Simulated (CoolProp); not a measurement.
Vapour pressure (bar) of toluene: the reference equation beside estimates from Tc = 591.7 K, pc = 41.26 bar, ω = 0.266. Clausius-Clapeyron is anchored at 433.7 K with a constant enthalpy of vaporisation of 29.94 kJ/mol.

The numbers come from the reference Helmholtz-energy equation of state, Lemmon 2006 in CoolProp. It is a short technical equation, of lower accuracy than the large ones.

| T (K) | reference | Lee-Kesler | Clausius-Clapeyron | Redlich-Kwong | Soave-Redlich-Kwong |
|---|---|---|---|---|---|
| 433.7 | 3.475 | 3.494 | 3.475 | ___ | 3.493 |
| 447.6 | 4.635 | 4.672 | 4.498 | 6.717 | 4.677 |
| 461.5 | 6.066 | 6.124 | 5.731 | ___ | 6.142 |
| 475.4 | 7.805 | 7.886 | 7.199 | 10.46 | 7.926 |
| 489.3 | 9.894 | 9.997 | 8.928 | 12.78 | 10.07 |
| 503.2 | 12.37 | 12.50 | 10.94 | 15.43 | 12.62 |
| 517.1 | 15.29 | 15.43 | 13.26 | 18.42 | 15.62 |
| 530.9 | 18.68 | 18.83 | 15.89 | 21.76 | ___ |
| 544.8 | 22.64 | 22.79 | 18.90 | 25.51 | 23.09 |

### Question
Fill in the missing entries.

### Answer

- 433.7, Redlich-Kwong: 5.255
- 461.5, Redlich-Kwong: 8.444
- 530.9, Soave-Redlich-Kwong: 19.08

Absolute difference from the reference over all 9 rows, mean and median: Lee-Kesler 0.9 and 0.9 %, Clausius-Clapeyron 9.1 and 9.8 %, Redlich-Kwong 30.3 and 29.2 %, Soave-Redlich-Kwong 1.6 and 1.8 %.
